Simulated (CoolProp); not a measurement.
20 sccm (0 °C, 1 atm) of nitrogen bubbles through liquid R1336mzz(Z) at 273.6 K and leaves saturated at a total pressure of 0.15 MPa (ideal gas phase). Each further row changes one setting.

Model: reference Helmholtz-energy equation of state, McLinden 2020, in CoolProp.

```
case                      vapour pressure (kPa)  mole fraction of vapour  delivery (mg/min)  delivery (sccm)  change of delivery for a bath 1 K warmer (%)
------------------------  ---------------------  -----------------------  -----------------  ---------------  --------------------------------------------
as stated                                  25.3                    0.169                ___             4.06                                           6.0
bath temperature 278.6 K                   32.0                      ___               39.7             5.43                                           6.1
total pressure 0.3 MPa                     25.3                   0.0843                ___             1.84                                           5.4
```

Problem. Fill in the missing entries.

Solution. 
- as stated, delivery (mg/min): 29.7
- bath temperature 278.6 K, mole fraction of vapour: 0.214
- total pressure 0.3 MPa, delivery (mg/min): 13.5
